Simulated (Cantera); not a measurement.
Cantera run:

```python
import numpy as np
import cantera as ct

gas_names = """
    Ca CaO CaOH CaO2H2 Ca2 H HO2 H2 H2O H2O2 O OH O2 O3
""".split()
cond_names = """
    Ca(a) Ca(b) Ca(L) CaO(s) CaO(L) CaO2H2(s) H2O(s) H2O(L)
""".split()


# ... load() reads the species with a 1 bar reference pressure and builds the phases ...
atoms = {
    'Ca(OH)2': {'Ca': 1, 'O': 2, 'H': 2},
    'H2O': {'H': 2, 'O': 1},
}
top_T = {}  # K; cautious upper limits of use, not melting points


# ... equilibrate(T, P, feed) seeds the gas with the atoms and calls Mixture.equilibrate('TP', solver="vcs", rtol=1e-11, max_steps=5000) ...
results = []
feed = {'Ca(OH)2': 1, 'H2O': 0.07}  # mol
T = 1800  # K
P = 150000  # Pa
mix = equilibrate(T, P, feed)
results.append((T, P, feed, dict(zip(mix.species_names, mix.species_moles))))
print(gas.report(threshold=1e-06))
for i in range(1, mix.n_phases):
    print(f"{mix.phase(i).name:16s} {mix.phase_moles(i):12.5e} mol")
```

Result:

```
       temperature   1800 K
          pressure   1.5e+05 Pa
           density   0.1804 kg/m^3
  mean mol. weight   17.999 kg/kmol
   phase of matter   gas

                          1 kg             1 kmol
                     ---------------   ---------------
          enthalpy       -9.9058e+06       -1.7829e+08  J
   internal energy       -1.0737e+07       -1.9326e+08  J
           entropy             14237        2.5626e+05  J/K
    Gibbs function       -3.5533e+07       -6.3956e+08  J
 heat capacity c_p              2782             50073  J/K
 heat capacity c_v            2320.1             41759  J/K

                      mass frac. Y      mole frac. X     chem. pot. / RT
                     ---------------   ---------------   ---------------
            CaO2H2        7.3847e-05        1.7939e-05           -95.554
                 H        6.6481e-07        1.1871e-05           -12.576
                H2        0.00018467         0.0016488           -25.152
               H2O           0.99803           0.99714           -42.774
                 O         2.349e-06        2.6426e-06           -17.622
                OH        0.00044796        0.00047409           -30.198
                O2         0.0012577        0.00070745           -35.243
     [   +7 minor]        1.8684e-07        9.4954e-08

Ca(L)             0.00000e+00 mol
CaO(s)            9.99981e-01 mol
```

Cantera equilibrium calculation (NASA polynomials, part measured and part estimated; ideal gas, pure solids and liquids).
